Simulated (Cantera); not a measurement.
**Equilibrium for silicon epitaxy and polysilicon growth: SiCl₄ + Cl₂ + H₂**

Charge: 1 mol SiCl₄, 0.042 mol Cl₂, 37 mol H₂, at 725 °C and 44.0 mbar.

These are equilibrium values from Cantera (NASA tables, ideal gas, pure condensed phases), not measurements of a reactor. Candidate condensed phases: Si; 19 gas species. The tables' values for SiCl₃ are old estimates; treat these amounts as uncertain. Rates play no part.

| Item | Value |
|---|---|
| x(H₂) | 0.959 |
| x(SiCl₄) | 0.0168 |
| x(HCl) | 0.0163 |
| x(SiHCl₃) | 0.00685 |
| x(SiCl₃) | 0.000566 |
| x(SiCl₂) | 0.000469 |
| x(SiH₂Cl₂) | 0.000301 |
| x(SiH₃Cl) | 3.38e-6 |
| n(Si(s)) | 0.0488 mol |
| gas amount | 38.12 mol |
